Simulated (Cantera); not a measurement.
Feed: 1 mol C₂H₄, 0.13 mol CO₂, 3.4 mol N₂, held at 825 K and 0.0870 bar.

These are equilibrium values from Cantera (NASA tables, ideal gas, pure condensed phases), not measurements of a reactor. The numbers say what is thermodynamically allowed, not how fast it happens.

```csv
species,before,after
N₂,0.614,0.729
CH₄,0.00874,0.163
H₂,0.333,0.0543
CO,0.0294,0.00114
H₂O,0.0108,0.0476
C₂H₆,6.36e-9,1.35e-5
NH₃,3.07e-5,0.00154
CO₂,0.00340,0.00356
"C(graphite), mol",1.90,1.35
```
Gas species are given as mole fractions.

Problem. Name the change that produced these shifts.
A. N₂ from 3.4 to 12 mol
B. C₂H₄ replaced by toluene
C. pressure from 0.0870 bar to 61.0 bar
D. pressure from 0.0870 bar to 2.10 bar

Solution. C, pressure from 0.0870 bar to 61.0 bar. The ideal-gas law is rough above about 30 bar
